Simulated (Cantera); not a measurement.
Gas mixture: 4.12 % CO₂, 12.9 % C₃H₈, 35.9 % NH₃, 47.1 % CH₄, at 1.13 Torr, frozen composition.

Cantera's kinetic-theory transport with the Lennard-Jones parameters of GRI-Mech 3.0, ideal gas; thermal conductivity in the multicomponent form. Polar gases are described roughly by these parameters. The composition is frozen, though it would react at the higher temperatures.

D: mixture-averaged diffusion coefficient of that species in the mixture.

```
T (K)  ρ (kg/m³)  cp (J/kg/K)  μ (µPa s)  λ (mW/m/K)     Pr  D (cm²/s) NO  D (cm²/s) CH₄  D (cm²/s) H
-----  ---------  -----------  ---------  ----------  -----  ------------  -------------  -----------
400     0.000955          [?]       13.9        43.7  0.704           220            214         1200
650     0.000588          [?]       21.1        86.7  0.718           518            520         2860
900     0.000425          [?]       27.2         133  0.725           905            921         5030
1150    0.000332          [?]       32.7         181  0.727          1370           1410         7630
1400    0.000273         4377       37.6         226  0.729          1910           1960        10600
1650    0.000232         4654       42.2         269  0.730          2510           2590        14000
1900    0.000201         4870       46.5         311  0.730          3170           3280        17700
```

### Question
What belongs in the gaps?

### Answer

- 400, cp (J/kg/K): 2211
- 650, cp (J/kg/K): 2959
- 900, cp (J/kg/K): 3555
- 1150, cp (J/kg/K): 4023
